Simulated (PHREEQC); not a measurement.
Nickel, zinc or cadmium bath (model solution)

A solution holds 0.0016 mol NiCl2, 3.3e-05 mol NaCl and 0.045 mol FeSO4 per kg of water, at 25 °C. Closed to the air; pH follows from the charge balance.

Equilibrium calculation in PHREEQC: ion-association model, wateq4f.dat.

| Property | Result |
|---|---|
| pH | 5.88 |
| ionic strength | 0.112 mol/kgw |

```json
[
 {"species": "Fe+2", "molality": "0.0273", "activity": "0.0106", "log γ": "-0.411"},
 {"species": "SO4-2", "molality": "0.0267", "activity": "0.00960", "log γ": "-0.445"},
 {"species": "FeSO4", "molality": "0.0176", "activity": "0.0181", "log γ": "0.011"},
 {"species": "Cl-", "molality": "0.00318", "activity": "0.00241", "log γ": "-0.121"},
 {"species": "Ni+2", "molality": "0.000963", "activity": "0.000347", "log γ": "-0.443"},
 {"species": "NiSO4", "molality": "0.000634", "activity": "0.000650", "log γ": "0.011"}
]
```

This is a speciation only: nothing precipitates in the calculation.
